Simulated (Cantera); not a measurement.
Gas mixture: 100 % CO₂, at 9.75 Torr, frozen composition.

Cantera's kinetic-theory transport with the Lennard-Jones parameters of GRI-Mech 3.0, ideal gas; thermal conductivity in the mixture-averaged form.

D: mixture-averaged diffusion coefficient of that species in the mixture.

| T (K) | ρ (kg/m³) | cp (J/kg/K) | μ (µPa s) | λ (mW/m/K) | Pr | D (cm²/s) H₂O | D (cm²/s) CO₂ | D (cm²/s) H |
|---|---|---|---|---|---|---|---|---|
| 400 | 0.0172 | 937.9 | 19.8 | 25.3 | 0.731 | 22.3 | 3960 | 131 |
| 600 | 0.0115 | 1076 | (withheld) | (withheld) | 0.731 | (withheld) | (withheld) | (withheld) |
| 800 | 0.00860 | 1169 | 34.8 | 55.7 | 0.731 | 84.7 | 13900 | 448 |
| 1000 | 0.00688 | 1234 | (withheld) | (withheld) | 0.731 | (withheld) | (withheld) | (withheld) |
| 1200 | 0.00573 | 1279 | 46.6 | 81.7 | 0.730 | 176 | 28000 | 894 |
| 1400 | 0.00491 | 1313 | 51.8 | 93.3 | 0.729 | 232 | 36500 | 1160 |

Question: Fill in the missing entries.

Answer: 
- 600, μ (µPa s): 27.9
- 600, λ (mW/m/K): 41.0
- 600, D (cm²/s) H₂O: 49.3
- 600, D (cm²/s) CO₂: 8340
- 600, D (cm²/s) H: 272
- 1000, μ (µPa s): 41.0
- 1000, λ (mW/m/K): 69.2
- 1000, D (cm²/s) H₂O: 127
- 1000, D (cm²/s) CO₂: 20500
- 1000, D (cm²/s) H: 656
